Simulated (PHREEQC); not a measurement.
A column of 0.5 m (40 cells, dispersivity 0.04 m, 60 s a shift, diffusion coefficient 3e-10 m²/s) holds 0.075 eq of the database's cation exchanger X per kg of pore water, first in equilibrium with 0.0013 mol/kgw ZnCl2, 0.0066 mol/kgw KCl and 1e-05 mol/kgw HCl. It is flushed with 0.017 mol ZnSO4, 0.0017 mol CdCl2 and 1e-05 mol HCl per kg of water, at 25 °C. Values are for the last cell. No CO2 enters from the air. No solid was allowed to form.

The series has 32 steps of pore volumes, from 0 to 6.987.

The numbers come from PHREEQC with the ion-association model, phreeqc.dat.

Q: After how many pore volumes does S at the outlet first reach half of its feed value?

A: By 1.1 pore volumes.

Q: After how many pore volumes does Cd at the outlet first reach half of its feed value?

A: By 2.7 pore volumes.
